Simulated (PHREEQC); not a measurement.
Dissolve 31 mmol/kgw (NH4)2SO4 at 68 °C. Closed to the air; pH follows from the charge balance.

All values are PHREEQC results (ion-association model, phreeqc.dat), not measurements.

Each row changes one thing in this solution. This is a speciation only: nothing precipitates in the calculation.

```csv
case,pH,ionic strength (mol/kgw),NH4+ (mol/kgw),SO4-2 (mol/kgw),NH4SO4- (mol/kgw),NH3 (mol/kgw)
as made,5.07,0.0803,0.0557,0.0247,0.00631,3.85e-5
temperature from 68 to 55 °C,5.18,0.0801,0.0555,0.0245,___,2.39e-5
(NH4)2SO4 from 0.031 to 0.155 mol/kgw,4.97,0.350,0.253,___,0.0572,0.000104
(NH4)2SO4 from 0.031 to 0.31 mol/kgw,4.92,0.664,___,0.177,___,0.000150
(NH4)2SO4 from 0.031 to 0.062 mol/kgw,5.03,0.152,0.107,0.0450,0.0170,6.00e-5
```

Question: What belongs in the gaps?

Answer: 
- temperature from 68 to 55 °C, NH4SO4- (mol/kgw): 0.00643
- (NH4)2SO4 from 0.031 to 0.155 mol/kgw, SO4-2 (mol/kgw): 0.0977
- (NH4)2SO4 from 0.031 to 0.31 mol/kgw, NH4+ (mol/kgw): 0.487
- (NH4)2SO4 from 0.031 to 0.31 mol/kgw, NH4SO4- (mol/kgw): 0.133

Away from 25 °C the constants follow the database's enthalpies or fits; those with neither stay at their 25 °C values.
